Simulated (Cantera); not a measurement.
Feed: 1 mol V₂O₅, 320 mol H₂, at 10000 Pa.

Method: chemical equilibrium by Gibbs-energy minimisation in Cantera with the NASA 1993 tables (ideal gas, pure condensed phases). Candidate condensed phases: H₂O, V, VO, V₂O₃, V₂O₄, V₂O₅; 12 gas species. Mutual solubility and eutectic melting of coexisting phases are not modelled. VO: taken at fixed stoichiometry. Condensed phases not in the tables: the oxides between V₂O₃ and V₂O₅ other than VO₂. Equilibrium is a limit: real reactors are often held back by kinetics, nucleation or transport.

### Question
What share of the V ends up in condensed phases as a function of T (°C), at 1302, 1402, 1502, 1602, 1702, 1802, 1902?

### Answer
```csv
T (°C),V condensed (%),as
1302,100.0,V₂O₃(s)
1402,100.0,VO(s) + V₂O₃(s)
1502,100.0,VO(s)
1602,99.8,VO(s)
1702,99.3,VO(s)
1802,97.4,VO(l)
1902,92.5,VO(l)
```
